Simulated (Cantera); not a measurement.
# Equilibrium for silicon oxide and oxynitride deposition: Si2H6 + H2O + N2

Feed: 1 mol Si2H6, 2.6 mol H2O, 1.3 mol N2, at 1475 K.

These are equilibrium values from Cantera (NASA tables, ideal gas, pure condensed phases), not measurements of a reactor. Candidate condensed phases: H2O, Si, SiO2, Si2N2O, Si3N4; 35 gas species. The feed counts by its element totals alone. N2 is the only nitrogen source here; it is nearly inert below about 1500 K, so the nitride shown seldom forms there in practice. Mutual solubility and eutectic melting of coexisting phases are not modelled. The tables hold silica as quartz up to 1696 K and as liquid above; real silica turns to tridymite and cristobalite and melts near 1996 K. Rates play no part.

```
P (Pa)   x H2     x SiO   x N2       x H     x H2O  n SiO2(β-quartz)  n Si2N2O(s)
------  -----  --------  -----  --------  --------  ----------------  -----------
5       0.673     0.169  0.156   0.00151   6.56e-5             0.599            0
26      0.722     0.128  0.150  0.000683   1.79e-5             0.737        0.137
140     0.854    0.0141  0.132  0.000320   3.55e-5              1.04        0.436
710     0.868   0.00163  0.130  0.000143   6.17e-5              1.06        0.463
3700    0.870  0.000180  0.130   6.29e-5  0.000107              1.07        0.467
19000   0.870   2.04e-5  0.129   2.78e-5  0.000185              1.07        0.467
100000  0.870   2.22e-6  0.129   1.21e-5  0.000321              1.07        0.467
```
x: gas mole fraction; n: condensed amount in mol.

At 5.00 Pa the condensed part is SiO2(β-quartz). From 26.0 Pa to 1.00 bar the condensed part is SiO2(β-quartz) + Si2N2O(s). The main Si-bearing gas is SiO throughout.
